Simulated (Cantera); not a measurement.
# Thermodynamics of aluminium and copper etching, feed Al + Cl2

Feed: 1 mol Al, 2.1 mol Cl2, equilibrated at 277 °C.

Cantera equilibrium calculation (NASA polynomials, part measured and part estimated; ideal gas, pure solids and liquids). Candidate condensed phases: Al, AlCl3; 8 gas species. Kinetics and transport are ignored.

| P (Pa) | x AlCl3 | x Cl2 | x Al2Cl6 | x Cl |
|---|---|---|---|---|
| 1 | 0.568 | 0.390 | 0.0413 | 4.14e-7 |
| 5.20 | 0.444 | 0.424 | 0.131 | 1.89e-7 |
| 27 | 0.273 | 0.471 | 0.256 | 8.75e-8 |
| 140 | 0.140 | 0.507 | 0.352 | 3.98e-8 |
| 720 | 0.0664 | 0.527 | 0.406 | 1.79e-8 |
| 3700 | 0.0302 | 0.537 | 0.433 | 7.98e-9 |
| 19000 | 0.0135 | 0.542 | 0.445 | 3.54e-9 |
| 100000 | 0.00594 | 0.544 | 0.450 | 1.54e-9 |
x: gas mole fraction; nothing condenses.

From 0.00750 Torr to 750 Torr nothing is condensed. The main Al-bearing gas is AlCl3 at 0.00750 Torr and Al2Cl6 at 750 Torr.
